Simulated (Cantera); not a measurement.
Cantera run:

```python
import numpy as np
import cantera as ct

gas_names = """
    B BH BH2 BH3 BN B2 H H2 N NH NH2 NH3 N2 N2H2 N2H4
""".split()
cond_names = """
    B(b) B(L) BN(s)
""".split()


# ... load() reads the species with a 1 bar reference pressure and builds the phases ...
atoms = {
    'B2H6': {'B': 2, 'H': 6},
    'NH3': {'N': 1, 'H': 3},
    'H2': {'H': 2},
}
top_T = {'BN(s)': 3200}  # K; cautious upper limits of use, not melting points


# ... equilibrate(T, P, feed) seeds the gas with the atoms and calls Mixture.equilibrate('TP', solver="vcs", rtol=1e-11, max_steps=5000) ...
results = []
feed = {'B2H6': 1, 'NH3': 8.3, 'H2': 1.9}  # mol
T = 1448.15  # K
P = 13332.2  # Pa
mix = equilibrate(T, P, feed)
results.append((T, P, feed, dict(zip(mix.species_names, mix.species_moles))))
x = sorted(zip(gas.X, gas.species_names), reverse=True)
print(f"T = {T:g} K  P = {P:g} Pa  gas = {mix.phase_moles(0):.4g} mol")
print("   x: " + "  ".join(f"{s} {v:.3e}" for v, s in x if v > 0.001))
print("   condensed (mol): " + ("  ".join(f"{mix.phase(i).name} {mix.phase_moles(i):.4g}"
      for i in range(1, mix.n_phases) if mix.phase_moles(i) > 1e-12) or "none"))
```

It prints:

```
T = 1448.15 K  P = 13332.2 Pa  gas = 20.5 mol
   x: H2 8.463e-01  N2 1.537e-01
   condensed (mol): BN(s) 2
```

Equilibrium computed with Cantera from the NASA thermochemical tables; the gas is ideal and each condensed phase is pure. The feed counts by its element totals alone.
